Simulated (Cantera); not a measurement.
What does this Cantera script print?

```python
import numpy as np
import cantera as ct

gas_names = [...]  # 113 gases of nasa_gas.yaml made of C, H, O, Ta
cond_names = """
    C(gr) C6H6(L) C7H8(L) C8H18(L),n-octa H2O(s) H2O(L) Ta(cr) Ta(L) TaC(s) TaC(L) Ta2O5(s) Ta2O5(L)
""".split()


# ... load() reads the species with a 1 bar reference pressure and builds the phases ...
atoms = {
    'Ta': {'Ta': 1},
    'CO2': {'C': 1, 'O': 2},
    'H2': {'H': 2},
    'H2O': {'H': 2, 'O': 1},
}
top_T = {'C(gr)': 4500}  # K; cautious upper limits of use, not melting points


# ... equilibrate(T, P, feed) seeds the gas with the atoms and calls Mixture.equilibrate('TP', solver="vcs", rtol=1e-11, max_steps=5000) ...
results = []
feed = {'Ta': 1, 'CO2': 0.12, 'H2': 1.9, 'H2O': 1.4}  # mol
P = 5.9  # Pa
for T in [800, 950, 1100, 1250, 1400, 1550, 1700, 1850, 2000, 2150, 2300, 2450, 2600]:
    mix = equilibrate(T, P, feed)
    results.append((T, P, feed, dict(zip(mix.species_names, mix.species_moles))))
    x = sorted(zip(gas.X, gas.species_names), reverse=True)
    print(f"T = {T:g} K  P = {P:g} Pa  gas = {mix.phase_moles(0):.4g} mol")
    print("   x: " + "  ".join(f"{s} {v:.3e}" for v, s in x if v > 1e-06))
    print("   condensed (mol): " + ("  ".join(f"{mix.phase(i).name} {mix.phase_moles(i):.4g}"
          for i in range(1, mix.n_phases) if mix.phase_moles(i) > 1e-12) or "none"))
```

It prints:

```
T = 800 K  P = 5.9 Pa  gas = 3.3 mol
   x: H2 1.000e+00
   condensed (mol): Ta(cr) 0.224  TaC(s) 0.12  Ta2O5(s) 0.328
T = 950 K  P = 5.9 Pa  gas = 3.3 mol
   x: H2 1.000e+00
   condensed (mol): Ta(cr) 0.224  TaC(s) 0.12  Ta2O5(s) 0.328
T = 1100 K  P = 5.9 Pa  gas = 3.3 mol
   x: H2 1.000e+00  H 3.366e-06  H2O 1.073e-06
   condensed (mol): Ta(cr) 0.224  TaC(s) 0.12  Ta2O5(s) 0.328
T = 1250 K  P = 5.9 Pa  gas = 3.3 mol
   x: H2 9.999e-01  H 6.293e-05  CO 1.225e-05  H2O 8.177e-06
   condensed (mol): Ta(cr) 0.2241  TaC(s) 0.12  Ta2O5(s) 0.328
T = 1400 K  P = 5.9 Pa  gas = 3.304 mol
   x: H2 9.983e-01  CO 1.032e-03  H 6.327e-04  H2O 3.945e-05
   condensed (mol): Ta(cr) 0.2288  TaC(s) 0.1166  Ta2O5(s) 0.3273
T = 1550 K  P = 5.9 Pa  gas = 3.427 mol
   x: H2 9.608e-01  CO 3.502e-02  H 4.019e-03  H2O 1.332e-04  CO2 1.736e-06
   condensed (mol): Ta(cr) 0.3922  Ta2O5(s) 0.3039
T = 1700 K  P = 5.9 Pa  gas = 3.452 mol
   x: H2 9.462e-01  CO 3.475e-02  H 1.866e-02  H2O 3.644e-04  TaO2 3.675e-05  TaO 7.389e-06  CO2 3.917e-06
   condensed (mol): Ta(cr) 0.3925  Ta2O5(s) 0.3037
T = 1850 K  P = 5.9 Pa  gas = 3.542 mol
   x: H2 8.976e-01  H 6.645e-02  CO 3.387e-02  TaO2 1.051e-03  H2O 8.062e-04  TaO 2.049e-04  CO2 7.574e-06  OH 4.409e-06
   condensed (mol): Ta(cr) 0.392  Ta2O5(s) 0.3018
T = 2000 K  P = 5.9 Pa  gas = 3.858 mol
   x: H2 7.615e-01  H 1.847e-01  CO 3.109e-02  TaO2 1.782e-02  TaO 3.410e-03  H2O 1.394e-03  OH 3.378e-05  CO2 1.242e-05  O 5.990e-06
   condensed (mol): Ta(cr) 0.3726  Ta2O5(s) 0.2727
T = 2150 K  P = 5.9 Pa  gas = 5.215 mol
   x: H2 4.478e-01  H 3.674e-01  TaO2 1.297e-01  TaO 3.056e-02  CO 2.300e-02  H2O 1.211e-03  OH 1.283e-04  O 7.421e-05  CO2 1.216e-05
   condensed (mol): Ta(cr) 0.164
T = 2300 K  P = 5.9 Pa  gas = 6.281 mol
   x: H 5.986e-01  H2 2.257e-01  TaO2 8.549e-02  TaO 7.038e-02  CO 1.910e-02  H2O 2.943e-04  O 2.277e-04  OH 1.258e-04  CO2 4.443e-06
   condensed (mol): Ta(cr) 0.02103
T = 2450 K  P = 5.9 Pa  gas = 7.132 mol
   x: H 7.572e-01  H2 8.381e-02  TaO2 7.096e-02  TaO 6.925e-02  CO 1.682e-02  O 1.544e-03  OH 2.576e-04  H2O 1.459e-04  CO2 4.835e-06  Ta 1.543e-06  O2 1.108e-06
   condensed (mol): none
T = 2600 K  P = 5.9 Pa  gas = 7.578 mol
   x: H 8.170e-01  TaO 7.182e-02  TaO2 6.014e-02  H2 2.673e-02  CO 1.583e-02  O 8.003e-03  OH 4.045e-04  H2O 5.721e-05  O2 6.972e-06  CO2 5.236e-06  Ta 3.571e-06
   condensed (mol): none
```

These are equilibrium values from Cantera (NASA tables, ideal gas, pure condensed phases), not measurements of a reactor. Mutual solubility and eutectic melting of coexisting phases are not modelled. TaC: taken at fixed stoichiometry. Condensed phases not in the tables: Ta2C, N, O or C dissolved in the metal.
